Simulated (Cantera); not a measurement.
Charge: 1 mol TiO₂, 4 mol C, 4.9 mol H₂, equilibrated at 1 atm.

These are equilibrium values from Cantera (NASA tables, ideal gas, pure condensed phases), not measurements of a reactor. Candidate condensed phases: C, C₆H₆, C₇H₈, C₈H₁₈, H₂O, Ti, TiC, TiO, TiO₂, Ti₂O₃, Ti₃O₅, Ti₄O₇; 113 gas species. TiC: taken at fixed stoichiometry. Equilibrium is a limit: real reactors are often held back by kinetics, nucleation or transport.

x: gas mole fraction; n: condensed amount in mol.

```
T (K)   x H₂   x CO       x H  x C₂H₂ (acetylene)  x CH₄     x H₂O    x CH₃  n C(graphite)  n TiC(s)
-----  -----  -----  --------  ------------------  -----  --------  -------  -------------  --------
1648   0.709  0.290   7.45e-5             3.17e-5    ___  0.000136  1.46e-6          0.996      1.00
1748   0.709  0.290  0.000191             8.01e-5    ___   7.75e-5  2.56e-6          0.996      1.00
1848   0.709  0.290  0.000444            0.000183    ___   4.71e-5  4.23e-6          0.995      1.00
1948   0.709  0.290  0.000945            0.000382    ___   3.02e-5  6.62e-6          0.993      1.00
2048   0.708  0.290   0.00187            0.000742    ___   2.02e-5  9.88e-6          0.988      1.00
2148   0.706  0.289   0.00348             0.00135    ___   1.40e-5  1.42e-5          0.980      1.00
2248   0.702  0.289   0.00612             0.00233    ___   1.01e-5  1.96e-5          0.967      1.00
```

Problem. Complete the blanks.

Solution. 
- 1648, x CH₄: 0.000683
- 1748, x CH₄: 0.000469
- 1848, x CH₄: 0.000336
- 1948, x CH₄: 0.000249
- 2048, x CH₄: 0.000190
- 2148, x CH₄: 0.000149
- 2248, x CH₄: 0.000119
